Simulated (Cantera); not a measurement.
Cantera run:

```python
import numpy as np
import cantera as ct

gas_names = """
    B BH BH2 BH3 BN B2 H H2 N NH NH2 NH3 N2 N2H2 N2H4
""".split()
cond_names = """
    B(b) B(L) BN(s)
""".split()


# ... load() reads the species with a 1 bar reference pressure and builds the phases ...
atoms = {
    'B2H6': {'B': 2, 'H': 6},
    'NH3': {'N': 1, 'H': 3},
    'H2': {'H': 2},
}
top_T = {'BN(s)': 3200}  # K; cautious upper limits of use, not melting points


# ... equilibrate(T, P, feed) seeds the gas with the atoms and calls Mixture.equilibrate('TP', solver="vcs", rtol=1e-11, max_steps=5000) ...
results = []
feed = {'B2H6': 1, 'NH3': 0.95, 'H2': 120}  # mol
T = 1173  # K
P = 55000  # Pa
mix = equilibrate(T, P, feed)
results.append((T, P, feed, dict(zip(mix.species_names, mix.species_moles))))
print(gas.report(threshold=0.001))
for i in range(1, mix.n_phases):
    print(f"{mix.phase(i).name:16s} {mix.phase_moles(i):12.5e} mol")
```

Result:

```
       temperature   1173 K
          pressure   55000 Pa
           density   0.011369 kg/m^3
  mean mol. weight   2.016 kg/kmol
   phase of matter   gas

                          1 kg             1 kmol
                     ---------------   ---------------
          enthalpy        1.2884e+07        2.5975e+07  J
   internal energy        8.0468e+06        1.6222e+07  J
           entropy             87342        1.7608e+05  J/K
    Gibbs function       -8.9568e+07       -1.8057e+08  J
 heat capacity c_p             15361             30968  J/K
 heat capacity c_v             11237             22654  J/K

                      mass frac. Y      mole frac. X     chem. pot. / RT
                     ---------------   ---------------   ---------------
                H2                 1                 1           -18.515
     [  +14 minor]        4.9686e-06        8.8079e-07

B(b)              1.04991e+00 mol
BN(s)             9.50000e-01 mol
```

Method: chemical equilibrium by Gibbs-energy minimisation in Cantera with the NASA 1993 tables (ideal gas, pure condensed phases). The feed counts by its element totals alone. Mutual solubility and eutectic melting of coexisting phases are not modelled.
